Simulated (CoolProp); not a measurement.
Model: reference Helmholtz-energy equation of state, Lemmon 2006, in CoolProp. It is a short technical equation, of lower accuracy than the large ones.

### Question
Give the vapour pressure (MPa), vapour Z, surface tension (mN/m), liquid viscosity (µPa s) of saturated hydrogen sulfide at -16.25, -2.15, 11.85 °C.

### Answer
```json
[
 {"T (°C)": "-16.25", "p (MPa)": "0.621", "vapour Z": "0.919", "surface tension (mN/m)": "19.2", "liquid viscosity (µPa s)": "180"},
 {"T (°C)": "-2.15", "p (MPa)": "0.969", "vapour Z": "0.890", "surface tension (mN/m)": "16.4", "liquid viscosity (µPa s)": "159"},
 {"T (°C)": "11.85", "p (MPa)": "1.44", "vapour Z": "0.856", "surface tension (mN/m)": "13.8", "liquid viscosity (µPa s)": "140"}
]
```

Viscosity comes from a separate model (Quiñones-Cisneros 2012). Surface tension comes from a separate correlation (Mulero 2012).
